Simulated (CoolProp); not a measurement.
Saturation properties of n-heptane.

Model: reference Helmholtz-energy equation of state, Span 2003, in CoolProp. It is a short technical equation, of lower accuracy than the large ones.

```json
[
 {"T (K)": "417", "p (bar)": "3.259", "vapour density (kg/m³)": "10.69", "enthalpy of vaporisation (kJ/kg)": "280.6"},
 {"T (K)": "423.8", "p (bar)": "3.788", "vapour density (kg/m³)": "12.41", "enthalpy of vaporisation (kJ/kg)": "274.5"},
 {"T (K)": "430.6", "p (bar)": "4.379", "vapour density (kg/m³)": "14.35", "enthalpy of vaporisation (kJ/kg)": "268.1"},
 {"T (K)": "437.4", "p (bar)": "5.037", "vapour density (kg/m³)": "16.54", "enthalpy of vaporisation (kJ/kg)": "261.4"},
 {"T (K)": "444.2", "p (bar)": "5.767", "vapour density (kg/m³)": "19.02", "enthalpy of vaporisation (kJ/kg)": "254.4"},
 {"T (K)": "451", "p (bar)": "6.574", "vapour density (kg/m³)": "21.81", "enthalpy of vaporisation (kJ/kg)": "247.1"},
 {"T (K)": "457.8", "p (bar)": "7.464", "vapour density (kg/m³)": "24.97", "enthalpy of vaporisation (kJ/kg)": "239.3"},
 {"T (K)": "464.6", "p (bar)": "8.442", "vapour density (kg/m³)": "28.55", "enthalpy of vaporisation (kJ/kg)": "231.2"},
 {"T (K)": "471.4", "p (bar)": "9.513", "vapour density (kg/m³)": "32.61", "enthalpy of vaporisation (kJ/kg)": "222.5"},
 {"T (K)": "478.2", "p (bar)": "10.68", "vapour density (kg/m³)": "37.26", "enthalpy of vaporisation (kJ/kg)": "213.2"},
 {"T (K)": "484.9", "p (bar)": "11.94", "vapour density (kg/m³)": "42.52", "enthalpy of vaporisation (kJ/kg)": "203.4"},
 {"T (K)": "491.7", "p (bar)": "13.33", "vapour density (kg/m³)": "48.70", "enthalpy of vaporisation (kJ/kg)": "192.5"},
 {"T (K)": "498.5", "p (bar)": "14.84", "vapour density (kg/m³)": "55.96", "enthalpy of vaporisation (kJ/kg)": "180.7"},
 {"T (K)": "505.3", "p (bar)": "16.48", "vapour density (kg/m³)": "64.62", "enthalpy of vaporisation (kJ/kg)": "167.5"},
 {"T (K)": "512.1", "p (bar)": "18.26", "vapour density (kg/m³)": "75.20", "enthalpy of vaporisation (kJ/kg)": "152.5"}
]
```

It boils at 371.5 K under 1 atm.
